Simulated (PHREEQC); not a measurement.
Dissolve 0.019 mol ZnSO4, 0.034 mol Na2SO4 and 5e-05 mol NiCl2 per kg of water at 75 °C. Closed to the air; pH follows from the charge balance.

Equilibrium calculation in PHREEQC: ion-association model, wateq4f.dat.

No solid was allowed to form.

Question: Order these Zn species by the share of Zn that they hold, largest first: ZnOH+, Zn+2, Zn(SO4)2-2, ZnSO4.

Answer: ZnSO4 (49 %), Zn+2 (41 %), Zn(SO4)2-2 (10 %), ZnOH+ (0.13 %)

The pH is 5.40 and the ionic strength 0.124 mol/kgw. Species that the database lacks are ignored. Away from 25 °C the constants follow the database's enthalpies or fits; those with neither stay at their 25 °C values.
